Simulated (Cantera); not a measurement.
Input: 1 mol HMDSO, 0.72 mol O2, at 750 Torr.

Cantera equilibrium calculation (NASA polynomials, part measured and part estimated; ideal gas, pure solids and liquids). Candidate condensed phases: C, C6H6, C7H8, C8H18, H2O, Si, SiC, SiO2; 123 gas species. The feed counts by its element totals alone. Mutual solubility and eutectic melting of coexisting phases are not modelled. The tables hold silica as quartz up to 1696 K and as liquid above; real silica turns to tridymite and cristobalite and melts near 1996 K. Kinetics and transport are ignored.

**Question.** Which condensed phases are stable at each of these points (T (K)): 500, 600, 700, 800, 900, 1000, 1100, 1200, 1300, 1400, 1500, 1600, 1700?

**Answer.** 
```tsv
T (K)	condensed phases	Si condensed (%)
500	C(graphite) + SiC(s) + SiO2(α-quartz)	100.0
600	C(graphite) + SiC(s) + SiO2(α-quartz)	100.0
700	C(graphite) + SiC(s) + SiO2(α-quartz)	100.0
800	C(graphite) + SiC(s) + SiO2(α-quartz)	100.0
900	C(graphite) + SiC(s) + SiO2(β-quartz)	100.0
1000	C(graphite) + SiC(s) + SiO2(β-quartz)	100.0
1100	C(graphite) + SiC(s) + SiO2(β-quartz)	100.0
1200	C(graphite) + SiC(s) + SiO2(β-quartz)	100.0
1300	C(graphite) + SiC(s) + SiO2(β-quartz)	100.0
1400	C(graphite) + SiC(s) + SiO2(β-quartz)	100.0
1500	C(graphite) + SiC(s) + SiO2(β-quartz)	100.0
1600	C(graphite) + SiC(s) + SiO2(β-quartz)	99.9
1700	C(graphite) + SiC(s)	99.5
```

From 500 K to 800 K the condensed part is C(graphite) + SiC(s) + SiO2(α-quartz). From 900 K to 1600 K the condensed part is C(graphite) + SiC(s) + SiO2(β-quartz). At 1700 K the condensed part is C(graphite) + SiC(s).
